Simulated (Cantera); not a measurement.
Feed: 1 mol FeS, 9.7 mol H₂, 18 mol N₂, at 10.0 mbar.

Cantera equilibrium calculation (NASA polynomials, part measured and part estimated; ideal gas, pure solids and liquids). Candidate condensed phases: Fe, FeS, FeS₂, S; 16 gas species. Metal and sulfide melt together well below either melting point, which pure phases cannot show. Mutual solubility and eutectic melting of coexisting phases are not modelled. FeS: taken at fixed stoichiometry. Rates play no part.

Which condensed phases are stable at each of these points (T (K)): 1323, 1398, 1473, 1548, 1623, 1698, 1773, 1848, 1923, 1998, 2073?


```tsv
T (K)	condensed phases	Fe condensed (%)
1323	Fe(γ) + FeS(s)	100.0
1398	Fe(γ) + FeS(s)	100.0
1473	Fe(γ) + FeS(l)	100.0
1548	Fe(γ) + FeS(l)	99.9
1623	Fe(γ) + FeS(l)	99.5
1698	Fe(δ)	98.3
1773	Fe(δ)	94.4
1848	Fe(l)	83.8
1923	Fe(l)	57.5
1998	gas only	0.0
2073	gas only	0.0
```

From 1323 K to 1398 K the condensed part is Fe(γ) + FeS(s). From 1473 K to 1623 K the condensed part is Fe(γ) + FeS(l). From 1698 K to 1773 K the condensed part is Fe(δ). From 1848 K to 1923 K the condensed part is Fe(l). From 1998 K to 2073 K nothing is condensed.
